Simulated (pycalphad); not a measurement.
CALPHAD calculation (pycalphad, COST 507 light-alloy database (1999)), 1 atm. The database dates from 1999; later assessments differ in places, in temperatures and in the compounds included. Kinetics are ignored, which matters at the lower temperatures.

Molar enthalpy of Si-5.66V (at.%) in equilibrium (SER reference):

| T (K) | H (kJ/mol) | phases |
|---|---|---|
| 2600 | 103.59 | liquid |
| 2480 | 100.19 | liquid |
| 2360 | 96.79 | liquid |
| 2240 | 93.39 | liquid |
| 2120 | 89.99 | liquid |
| 2000 | 86.61 | liquid |
| 1880 | 83.25 | liquid |
| 1800 | 81.01 | liquid |
| 1760 | 79.90 | liquid |
| 1640 | 28.14 | diamond (Si) + SI2V |
| 1600 | 26.97 | diamond (Si) + SI2V |
| 1520 | 24.65 | diamond (Si) + SI2V |
| 1400 | 21.23 | diamond (Si) + SI2V |
| 1280 | 17.86 | diamond (Si) + SI2V |
| 1160 | 14.56 | diamond (Si) + SI2V |
| 1040 | 11.33 | diamond (Si) + SI2V |
| 920 | 8.16 | diamond (Si) + SI2V |
| 800 | 5.06 | diamond (Si) + SI2V |
| 680 | 2.04 | diamond (Si) + SI2V |
| 560 | -0.89 | diamond (Si) + SI2V |

Cooling from 1760 K to 1640 K, across the freezing range, releases 51.8 kJ/mol, or 1760 J/g. The slope is 28 J/(mol K) in the liquid and 29 J/(mol K) just below the solidus, where it includes any heat of precipitation. Liquidus 1746 K, solidus 1675 K. Changes were sought between steps of 40 K, so a narrower field can be missed.

Database names, with the compositions (at.%) that they take in these runs: SI2V: Si 67 V 33.
